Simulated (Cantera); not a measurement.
A perfectly stirred reactor is fed with H2 : O2 = 0.16 : 1 (molar parts), equivalence ratio 0.080, at 10.00 Torr; it is held at 1448 K, and followed from long to short residence time.

Detailed kinetics in Cantera: the H2/O2 subset of GRI-Mech 3.0, which has no nitrogen chemistry. Radical loss at walls, strong at low pressure, is not modelled. The temperature is held fixed by assumption; the heat of reaction is taken as removed at once.

**Question.** What does this change do: temperature 1448 to 950 K?

**Answer.** 
```
quantity                  before    after
----------------------  --------  -------
x(H2) at τ = 1.90 s     0.000370  0.00101
x(O2) at τ = 1.90 s        0.846    0.851
x(H2O2) at τ = 1.90 s    5.03e-8  2.62e-7
x(H2O) at τ = 1.90 s       0.145    0.147
x(HO2) at τ = 1.90 s     1.38e-6  7.04e-6
x(H2) at τ = 77.0 ms     0.00247  0.00609
x(O2) at τ = 77.0 ms       0.818    0.846
x(H2O2) at τ = 77.0 ms   1.09e-7  4.05e-7
x(H2O) at τ = 77.0 ms      0.133    0.139
x(HO2) at τ = 77.0 ms    3.41e-6  1.36e-5
```
